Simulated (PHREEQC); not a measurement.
1 kg of water holding 0.067 mol/kgw NaCl, 0.035 mol/kgw KCl, 0.26 mol/kgw MgBr2, 0.076 mol/kgw NaBr and 0.004 mol/kgw CaSO4 is evaporated at 25 °C; the solids stay in contact with the brine. CO2 from the air is kept out. Only these solids could form: Arcanite, Bischofite, Bloedite, Brucite, Carnallite, Epsomite, Glaserite, Glauberite, Gypsum, Anhydrite, Halite, Hexahydrite, Kainite, Kieserite, Leonite, Mirabilite, Misenite, Polyhalite, Portlandite, Schoenite, Sylvite, Syngenite, Thenardite, MgCl2_4H2O.

Computed with PHREEQC (Pitzer model, pitzer.dat).

| water left (kg) | ionic strength | water activity | Br in solution (mol/kgw) | Ca in solution (mol/kgw) | S in solution (mol/kgw) |
|---|---|---|---|---|---|
| 1 | 0.974 | 0.981 | 0.596 | 0.00400 | 0.00400 |
| 0.8219 | 1.19 | (withheld) | 0.725 | 0.00487 | 0.00487 |
| 0.6755 | 1.44 | (withheld) | 0.882 | 0.00592 | 0.00592 |
| 0.5552 | 1.75 | 0.963 | 1.07 | 0.00720 | 0.00720 |
| 0.4563 | 2.13 | 0.953 | 1.31 | 0.00877 | 0.00877 |
| 0.375 | 2.60 | 0.940 | 1.59 | 0.0107 | 0.0107 |
| 0.3082 | 3.16 | (withheld) | 1.93 | 0.0130 | 0.0130 |
| 0.2533 | 3.84 | (withheld) | 2.35 | 0.0158 | 0.0158 |
| 0.2082 | 4.68 | 0.870 | 2.86 | 0.0192 | 0.0192 |
| 0.1711 | 5.69 | 0.829 | 3.48 | 0.0234 | 0.0234 |

Problem. Some entries are withheld; supply them.

Solution. 
- 0.8219, water activity: 0.976
- 0.6755, water activity: 0.970
- 0.3082, water activity: 0.923
- 0.2533, water activity: 0.901

Species that the database lacks are ignored.
